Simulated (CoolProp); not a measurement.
Vapour-liquid equilibrium of dimethyl ether (1) + n-pentane (2) at 3.93 bar; x and y are mole fractions of (1).

The numbers come from the multi-fluid Helmholtz-energy mixture model, Wu 2011 and Thol 2019; pair parameters Bell 2016 in CoolProp.

```
x      bubble temperature, mixture model (°C)  bubble temperature, Raoult's law (°C)  y, mixture model  y, Raoult's law
-----  --------------------------------------  -------------------------------------  ----------------  ---------------
0.05                                        …                                   73.5                 …            0.248
0.125                                    66.6                                   62.5                 …            0.487
0.2                                      56.0                                   53.7             0.598            0.637
0.275                                    46.3                                   46.6             0.731            0.736
0.35                                        …                                   40.6             0.816            0.805
0.425                                    31.7                                   35.5             0.869            0.855
0.5                                         …                                   31.1             0.902            0.892
0.575                                    23.2                                   27.2             0.925            0.920
0.65                                     20.5                                   23.8             0.941            0.942
0.725                                    18.3                                   20.7             0.953            0.959
0.8                                      16.4                                   17.9                 …            0.973
0.875                                       …                                   15.4                 …            0.985
0.95                                     12.9                                   13.0             0.989            0.995
```

Fill in the missing entries.


- 0.05, bubble temperature, mixture model (°C): 76.8
- 0.05, y, mixture model: 0.167
- 0.125, y, mixture model: 0.406
- 0.35, bubble temperature, mixture model (°C): 38.1
- 0.5, bubble temperature, mixture model (°C): 26.9
- 0.8, y, mixture model: 0.964
- 0.875, bubble temperature, mixture model (°C): 14.7
- 0.875, y, mixture model: 0.975

The largest gap from Raoult's law is -4.2 K in bubble temperature, at x = 0.5. No azeotrope shows between x = 0.05 and 0.95.

The pair parameters rest on a limited set of measurements; away from them the model extrapolates. The gap from Raoult's law changes sign with composition, which may be real or a fault of the pair parameters; it wasn't checked against measurements.
